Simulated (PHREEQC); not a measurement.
Consider water at 20 °C with 0.0028 mol/kgw MnSO4. Closed to the air; pH follows from the charge balance.

All values are PHREEQC results (ion-association model, phreeqc.dat), not measurements.

Each row changes one thing in this solution. No solid was allowed to form.

| case | pH | ionic strength (mol/kgw) | SO4-2 (mol/kgw) | HSO4- (mol/kgw) |
|---|---|---|---|---|
| as made | 6.76 | 0.00952 | 0.00238 | 2.71e-8 |
| MnSO4 from 0.0028 to 0.0056 mol/kgw | 6.68 | 0.0177 | 0.00444 | ? |
| diluted 100-fold with water | 7.07 | 0.000112 | 2.79e-5 | 2.01e-10 |
| MnSO4 replaced by H2SO4 at the same molality | 2.34 | 0.00708 | 0.00214 | 0.000660 |
| diluted 10-fold with water | 6.99 | 0.00109 | ? | 2.19e-9 |

Fill in the missing entries.


- MnSO4 from 0.0028 to 0.0056 mol/kgw, HSO4- (mol/kgw): 5.53e-8
- diluted 10-fold with water, SO4-2 (mol/kgw): 0.000271
